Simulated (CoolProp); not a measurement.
Saturation properties of fluoroethane (R161).

Values from CoolProp's reference Helmholtz-energy equation of state, Wu 2012.

```csv
T (K),p (MPa),liquid density (kg/m³),vapour density (kg/m³),enthalpy of vaporisation (kJ/kg),surface tension (mN/m)
289.1,0.7162,729.6,16.61,355.1,10.5
293.7,0.8171,720.4,18.95,347.5,9.88
298.2,0.9257,711.0,21.50,339.8,9.28
302.8,1.047,701.0,24.39,331.7,8.67
307.3,1.178,690.8,27.54,323.3,8.07
311.9,1.322,679.8,31.11,314.4,7.47
316.4,1.477,668.6,35.01,305.2,6.88
321,1.647,656.6,39.45,295.4,6.29
325.5,1.828,644.2,44.31,285.3,5.71
330.1,2.027,630.8,49.88,274.4,5.13
334.6,2.238,616.9,56.02,263.0,4.56
339.2,2.469,601.9,63.15,250.7,3.99
```

It boils at 235.6 K under 1 atm.

Surface tension comes from a separate correlation (Mulero 2012).
